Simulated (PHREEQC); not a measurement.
Hard or scaling water

Make-up at 20 °C: 2.7 mmol/kgw CaCl2 and 0.09 mmol/kgw H4SiO4. It is in equilibrium with CO2 at log p = -3.4 (atm). Otherwise closed; pH follows from the charge balance.

All values are PHREEQC results (ion-association model, wateq4f.dat), not measurements.

```
Quantity                  Value
--------------  ---------------
pH                         5.59
ionic strength  0.00810 mol/kgw
```

```csv
species,molality,activity,log γ
Cl-,0.00540,0.00491,-0.041
Ca+2,0.00270,0.00188,-0.157
H4SiO4,9.00e-5,9.02e-5,0.001
CO2,1.56e-5,1.56e-5,0.001
H+,2.81e-6,2.59e-6,-0.036
HCO3-,2.74e-6,2.50e-6,-0.039
CaHCO3+,6.03e-8,5.51e-8,-0.039
H3SiO4-,4.72e-9,4.30e-9,-0.041
```

This is a speciation only: nothing precipitates in the calculation.
